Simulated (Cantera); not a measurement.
A Cantera script and its output.

```python
import numpy as np
import cantera as ct

gas = ct.Solution("gri30.yaml")
gas.TPX = 1175, 19000, {'CO': 0.012, 'O2': 0.0025, 'H2O': 0.0066, 'N2': 1}
reactor = ct.IdealGasConstPressureReactor(gas, energy="off", clone=False)
net = ct.ReactorNet([reactor])
net.rtol, net.atol = 1e-08, 1e-18
show = ['CO', 'O2', 'H2O', 'N2O', 'OH']
times = np.geomspace(1e-06, 1, 13)

steps = ct.SolutionArray(gas, extra=["t"])
rows = []
print(f"{'t/s':>10s}{'T/K':>9s}{'P/Pa':>11s}" + "".join(f"{s:>11s}" for s in show))
for t in times:
    while net.time < t:
        t_next = net.step()
        steps.append(gas.state, t=t_next)
    rows.append([np.interp(t, steps.t, y) for y in (steps.T, steps.P, *steps(*show).X.T)])
    print(f"{t:10.3e}{rows[-1][0]:9.1f}{rows[-1][1]:11.4g}" + "".join(f"{x:11.3e}" for x in rows[-1][2:]))
rate = np.gradient(steps.T, steps.t)
print("integrator steps:", len(steps.t))
if steps.T.max() > steps.T[0] + 200:
    print(f"time of steepest temperature rise: {steps.t[rate.argmax()]:.4e} s")
gas.TPX = 1175, 19000, {'CO': 0.012, 'O2': 0.0025, 'H2O': 0.0066, 'N2': 1}
gas.equilibrate("TP")
print(f"equilibrium (TP): T = {gas.T:.1f} K  " + "  ".join(f"{s} {gas[s].X[0]:.3e}" for s in show))
```

It prints:

```
       t/s      T/K       P/Pa         CO         O2        H2O        N2O         OH
 1.000e-06   1175.0    1.9e+04  1.175e-02  2.448e-03  6.464e-03  3.137e-20  6.906e-16
 3.162e-06   1175.0    1.9e+04  1.175e-02  2.448e-03  6.464e-03  1.087e-19  2.387e-15
 1.000e-05   1175.0    1.9e+04  1.175e-02  2.448e-03  6.464e-03  4.354e-19  9.474e-15
 3.162e-05   1175.0    1.9e+04  1.175e-02  2.448e-03  6.464e-03  2.305e-18  4.837e-14
 1.000e-04   1175.0    1.9e+04  1.175e-02  2.448e-03  6.464e-03  1.641e-17  3.054e-13
 3.162e-04   1175.0    1.9e+04  1.175e-02  2.448e-03  6.464e-03  1.420e-16  1.917e-12
 1.000e-03   1175.0    1.9e+04  1.175e-02  2.448e-03  6.464e-03  1.316e-15  1.018e-11
 3.162e-03   1175.0    1.9e+04  1.175e-02  2.448e-03  6.464e-03  1.316e-14  6.225e-11
 1.000e-02   1175.0    1.9e+04  1.175e-02  2.448e-03  6.464e-03  3.007e-13  1.168e-09
 3.162e-02   1175.0    1.9e+04  1.170e-02  2.419e-03  6.447e-03  7.918e-10  2.959e-06
 1.000e-01   1175.0    1.9e+04  4.501e-03  2.872e-05  4.004e-03  1.040e-09  2.405e-05
 3.162e-01   1175.0    1.9e+04  4.564e-03  9.466e-07  4.162e-03  1.641e-10  5.045e-06
 1.000e+00   1175.0    1.9e+04  4.640e-03  7.147e-08  4.245e-03  4.817e-11  1.404e-06
integrator steps: 1185
equilibrium (TP): T = 1175.0 K  CO 4.673e-03  O2 1.129e-15  H2O 4.280e-03  N2O 4.585e-16  OH 1.801e-10
```

Detailed kinetics in Cantera: GRI-Mech 3.0 (53 species, 325 reactions).
